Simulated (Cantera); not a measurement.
An adiabatic, constant-volume homogeneous reactor starts with 16.4 % CH4, 0.311 % C2H6, 17.5 % O2, 65.8 % N2, at 1625 K and 760 Torr.

Model: GRI-Mech 3.0 (53 species, 325 reactions), integrated in Cantera.

One state of this run: T (K) = 2841; P (bar) = 2.10; x CH4 = 1.18e-11; x C2H6 = <1e-12; x O2 = 0.000253; x CH2CO = <1e-12; x C2H = <1e-12. x: mole fraction; the columns are a selection and need not sum to one.

Question: Which value of t (s) does it belong to?
A. 0.000224
B. 4.00e-6
C. 0.0125
D. 2.99e-5

Answer: C, 0.0125
